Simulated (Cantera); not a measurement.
# Carbon deposition, reforming and gasification: C₃H₈ + NH₃ + H₂

Input: 1 mol C₃H₈, 0.14 mol NH₃, 1.5 mol H₂, equilibrated at 1.33 mbar.

These are equilibrium values from Cantera (NASA tables, ideal gas, pure condensed phases), not measurements of a reactor. Candidate condensed phases: C, C₆H₆, C₇H₈, C₈H₁₈; 92 gas species. The numbers say what is thermodynamically allowed, not how fast it happens.

| T (K) | x H₂ | x H | x N₂ | x HCN | n C(graphite) |
|---|---|---|---|---|---|
| 1175 | 0.988 | 3.34e-6 | 0.0121 | 6.14e-6 | 3.00 |
| 1275 | 0.988 | 2.01e-5 | 0.0121 | 1.78e-5 | 3.00 |
| 1375 | 0.988 | 9.33e-5 | 0.0121 | 4.41e-5 | 3.00 |
| 1475 | 0.987 | 0.000353 | 0.0121 | 9.64e-5 | 3.00 |
| 1575 | 0.987 | 0.00113 | 0.0120 | 0.000190 | 3.00 |
| 1675 | 0.985 | 0.00316 | 0.0119 | 0.000345 | 3.00 |
| 1775 | 0.980 | 0.00785 | 0.0118 | 0.000582 | 2.99 |
| 1875 | 0.970 | 0.0177 | 0.0115 | 0.000922 | 2.99 |
| 1975 | 0.950 | 0.0365 | 0.0112 | 0.00137 | 2.98 |
| 2075 | 0.916 | 0.0698 | 0.0107 | 0.00194 | 2.97 |
| 2175 | 0.861 | 0.124 | 0.00997 | 0.00257 | 2.96 |
| 2275 | 0.779 | 0.205 | 0.00910 | 0.00321 | 2.94 |
x: gas mole fraction; n: condensed amount in mol.

From 1175 K to 2275 K the condensed part is C(graphite). The main C-bearing gas is CH₄ at 1175 K and C₂H₂ (acetylene) at 2275 K.
